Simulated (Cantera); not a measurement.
A Cantera script and what it prints.

```python
import numpy as np
import cantera as ct

gas_names = """
    CL CL2 Fe FeCL FeCL2 FeCL3 Fe2CL4 Fe2CL6 N N2
""".split()
cond_names = """
    Fe(a) Fe(c) Fe(d) Fe(L) FeCL2(s) FeCL2(L) FeCL3(s) FeCL3(L)
""".split()


# ... load() reads the species with a 1 bar reference pressure and builds the phases ...
atoms = {
    'Fe': {'Fe': 1},
    'Cl2': {'CL': 2},
    'N2': {'N': 2},
}
top_T = {}  # K; cautious upper limits of use, not melting points


# ... equilibrate(T, P, feed) seeds the gas with the atoms and calls Mixture.equilibrate('TP', solver="vcs", rtol=1e-11, max_steps=5000) ...
results = []
feed = {'Fe': 1, 'Cl2': 0.045, 'N2': 0.24}  # mol
P = 10000  # Pa
for T in [748, 773, 798, 823, 848, 873, 898, 923]:
    mix = equilibrate(T, P, feed)
    results.append((T, P, feed, dict(zip(mix.species_names, mix.species_moles))))
    x = sorted(zip(gas.X, gas.species_names), reverse=True)
    print(f"T = {T:g} K  P = {P:g} Pa  gas = {mix.phase_moles(0):.4g} mol")
    print("   x: " + "  ".join(f"{s} {v:.3e}" for v, s in x if v > 1e-05))
    print("   condensed (mol): " + ("  ".join(f"{mix.phase(i).name} {mix.phase_moles(i):.4g}"
          for i in range(1, mix.n_phases) if mix.phase_moles(i) > 1e-12) or "none"))
```

Result:

```
T = 748 K  P = 10000 Pa  gas = 0.24 mol
   x: N2 9.999e-01  FeCL2 1.281e-04
   condensed (mol): Fe(a) 0.955  FeCL2(s) 0.04497
T = 773 K  P = 10000 Pa  gas = 0.2401 mol
   x: N2 9.996e-01  FeCL2 3.458e-04  Fe2CL4 2.204e-05
   condensed (mol): Fe(a) 0.955  FeCL2(s) 0.04491
T = 798 K  P = 10000 Pa  gas = 0.2402 mol
   x: N2 9.991e-01  FeCL2 8.746e-04  Fe2CL4 6.960e-05
   condensed (mol): Fe(a) 0.955  FeCL2(s) 0.04476
T = 823 K  P = 10000 Pa  gas = 0.2406 mol
   x: N2 9.977e-01  FeCL2 2.085e-03  Fe2CL4 2.041e-04
   condensed (mol): Fe(a) 0.955  FeCL2(s) 0.0444
T = 848 K  P = 10000 Pa  gas = 0.2413 mol
   x: N2 9.947e-01  FeCL2 4.710e-03  Fe2CL4 5.592e-04
   condensed (mol): Fe(a) 0.955  FeCL2(s) 0.04359
T = 873 K  P = 10000 Pa  gas = 0.2428 mol
   x: N2 9.884e-01  FeCL2 1.013e-02  Fe2CL4 1.440e-03
   condensed (mol): Fe(a) 0.955  FeCL2(s) 0.04184
T = 898 K  P = 10000 Pa  gas = 0.246 mol
   x: N2 9.757e-01  FeCL2 2.083e-02  Fe2CL4 3.507e-03
   condensed (mol): Fe(a) 0.955  FeCL2(s) 0.03815
T = 923 K  P = 10000 Pa  gas = 0.2524 mol
   x: N2 9.508e-01  FeCL2 4.110e-02  Fe2CL4 8.105e-03  FeCL3 1.392e-05
   condensed (mol): Fe(a) 0.955  FeCL2(s) 0.03053
```

These are equilibrium values from Cantera (NASA tables, ideal gas, pure condensed phases), not measurements of a reactor.
